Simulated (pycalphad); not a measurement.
# Effect of Sn content in Si-Sn

Source of the numbers: pycalphad with the COST 507 light-alloy database (1999); pressure 1 atm. The database dates from 1999; later assessments differ in places, in temperatures and in the compounds included. Amounts are mole fractions of atoms.

```
alloy              liquidus (°C)   first solid  solidus (°C)                phases at 402 °C
-----------------  -------------  ------------  ------------  ------------------------------
Si-30.71Sn (wt.%)           1383  diamond (Si)           232  diamond (Si) 0.91, liquid 0.09
Si-41.24Sn (wt.%)           1375  diamond (Si)           232  diamond (Si) 0.86, liquid 0.14
Si-62.72Sn (wt.%)           1363  diamond (Si)           232  diamond (Si) 0.72, liquid 0.28
Si-72.12Sn (wt.%)           1356  diamond (Si)           232  diamond (Si) 0.62, liquid 0.38
```
